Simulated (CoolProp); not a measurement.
Saturation properties of cyclopentane.

The numbers come from the reference Helmholtz-energy equation of state, Gedanitz 2015 in CoolProp.

| T (K) | p (MPa) | vapour density (kg/m³) | enthalpy of vaporisation (kJ/kg) | liquid cp (kJ/(kg K)) | liquid conductivity (mW/(m K)) |
|---|---|---|---|---|---|
| 318.1 | 0.08778 | 2.404 | 392.5 | 1.912 | 119 |
| 328 | 0.1214 | 3.251 | 385.1 | 1.964 | 116 |
| 337.9 | 0.1642 | 4.314 | 377.5 | 2.018 | 112 |
| 347.8 | 0.2179 | 5.627 | 369.5 | 2.073 | 109 |
| 357.7 | 0.2841 | 7.231 | 361.2 | 2.130 | 105 |
| 367.6 | 0.3646 | 9.169 | 352.4 | 2.188 | 102 |
| 377.6 | 0.4623 | 11.52 | 343.2 | 2.249 | 98.5 |
| 387.5 | 0.5771 | 14.29 | 333.5 | 2.310 | 95.3 |
| 397.4 | 0.7120 | 17.57 | 323.3 | 2.374 | 92.2 |
| 407.3 | 0.8690 | 21.45 | 312.4 | 2.442 | 89.1 |

It boils at 322.4 K under 1 atm.

Thermal conductivity comes from a separate model (Vassiliou 2015).
